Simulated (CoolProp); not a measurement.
50 sccm (0 °C, 1 atm) of nitrogen bubbles through liquid R245ca at 285.4 K and leaves saturated at a total pressure of 0.15 MPa (ideal gas phase). Each further row changes one setting.

Values from CoolProp's reference Helmholtz-energy equation of state, Zhou 2016.

```
case                      vapour pressure (kPa)  mole fraction of vapour  delivery (mg/min)  delivery (sccm)  change of delivery for a bath 1 K warmer (%)
------------------------  ---------------------  -----------------------  -----------------  ---------------  --------------------------------------------
as stated                                  59.6                    0.397                [?]             33.0                                           7.5
bath temperature 290.4 K                   73.6                    0.491                [?]             48.1                                           [?]
total pressure 0.3 MPa                     59.6                    0.199               74.1              [?]                                           5.5
```

**Question.** Fill in the missing entries.

**Answer.** 
- as stated, delivery (mg/min): 197
- bath temperature 290.4 K, delivery (mg/min): 288
- bath temperature 290.4 K, change of delivery for a bath 1 K warmer (%): 8.6
- total pressure 0.3 MPa, delivery (sccm): 12.4
